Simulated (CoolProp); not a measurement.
The fluid at 298.15 K and 4.22 MPa is throttled through a valve to 2.85 MPa with no heat exchange. The same conditions are run with several fluids, on thermodynamics alone (safety and materials aside).

The numbers come from the reference Helmholtz-energy equation of state of each fluid (dry air: Lemmon 2000; normal hydrogen: Leachman 2009; nitrogen: Span 2000; CF4 (R14): Platzer 1990; C2F6 (R116): Lemmon 2006) in CoolProp. The equations of Platzer and Polt are older, rougher fits. Blends and air are pseudo-pure fits.

| fluid | temperature change (K) | final phase | final density (kg/m³) |
|---|---|---|---|
| dry air | -2.8 | gas | 33.9 |
| normal hydrogen | +0.4 | supercritical | 2.28 |
| nitrogen | -2.6 | gas | 32.6 |
| CF4 (R14) | -7.6 | gas | 117 |
| C2F6 (R116) | -7.8 | two-phase, vapour fraction 0.172 | 715 |
